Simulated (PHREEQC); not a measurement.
# Polishing slurry liquid: speciation

Solution (65 °C): 0.034 mol/kgw KOH, 3.4e-07 mol/kgw H4SiO4 and 0.00097 mol/kgw KH2PO4. Closed to the air; pH follows from the charge balance.

Equilibrium calculation in PHREEQC: ion-association model, phreeqc.dat.

```json
{
  "pH": "11.33",
  "ionic_strength": "0.0366 mol/kgw",
  "specific_conductance": "16500 µS/cm",
  "total_alkalinity": "34.0 meq/kg"
}
```

| species | molality | activity | log γ |
|---|---|---|---|
| K+ | 0.0350 | 0.0287 | -0.086 |
| OH- | 0.0327 | 0.0268 | -0.086 |
| HPO4-2 | 0.000620 | 0.000297 | -0.320 |
| PO4-3 | 0.000330 | 5.79e-5 | -0.756 |
| KHPO4- | 1.99e-5 | 1.66e-5 | -0.078 |
| H3SiO4- | 2.83e-7 | 2.33e-7 | -0.084 |
| H2SiO4-2 | 5.46e-8 | 2.65e-8 | -0.314 |
| H2PO4- | 2.20e-8 | 1.84e-8 | -0.078 |
| H4SiO4 | 2.47e-9 | 2.49e-9 | 0.004 |

Precipitation was switched off in this run. Constants without temperature data keep their 25 °C values here.
